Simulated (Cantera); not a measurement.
What does this Cantera script print?

```python
import numpy as np
import cantera as ct

gas_names = """
    NH3 HCN CH3
""".split()
cond_names = """
    TaC(s) TaC(L) Ta(cr) Ta(L)
""".split()


# ... load() reads the species with a 1 bar reference pressure and builds the phases ...
species = {s.name: s for s in load("nasa_gas.yaml", gas_names) + load("nasa_condensed.yaml", cond_names)}
# Each term lists the table entries of one substance; the one whose range holds T is used.
reactions = {
    '5 TaC + 3 NH3(g) = 3 HCN(g) + 5 Ta + 2 CH3(g)':
        [(-5, ['TaC(s)', 'TaC(L)']), (-3, ['NH3']), (3, ['HCN']), (5, ['Ta(cr)', 'Ta(L)']), (2, ['CH3'])],
}


def pick(names, T):
    return next(species[n] for n in names if species[n].thermo.min_temp <= T <= species[n].thermo.max_temp)


results = []
for label, terms in reactions.items():
    print(label)
    print("     T/K   dH/kJ  dS/(J/K)   dG/kJ   log10 K")
    for T in [1375, 1575, 1775, 1975, 2175, 2375]:
        used = [(nu, pick(names, T)) for nu, names in terms]
        dH = sum(nu * s.thermo.h(T) for nu, s in used) / 1e6
        dS = sum(nu * s.thermo.s(T) for nu, s in used) / 1e3
        dG = dH - T * dS / 1e3
        logK = -dG * 1e6 / (ct.gas_constant * T * np.log(10))
        results.append((label, T, dH, dS, dG, logK, [s.name for _, s in used]))
        print(f"{T:8g} {dH:8.1f} {dS:8.1f} {dG:8.1f} {logK:8.2f}")
```

Output:

```
5 TaC + 3 NH3(g) = 3 HCN(g) + 5 Ta + 2 CH3(g)
     T/K   dH/kJ  dS/(J/K)   dG/kJ   log10 K
    1375   1546.3    402.6    992.8   -37.72
    1575   1541.4    399.2    912.6   -30.27
    1775   1535.7    395.8    833.1   -24.52
    1975   1529.2    392.4    754.3   -19.95
    2175   1522.2    389.0    676.2   -16.24
    2375   1514.6    385.6    598.7   -13.17
```

Standard-state values (1 bar) from the NASA 1993 polynomials, evaluated with Cantera. TaC: taken at fixed stoichiometry. Condensed species are held in their standard states even where they would react or evaporate.
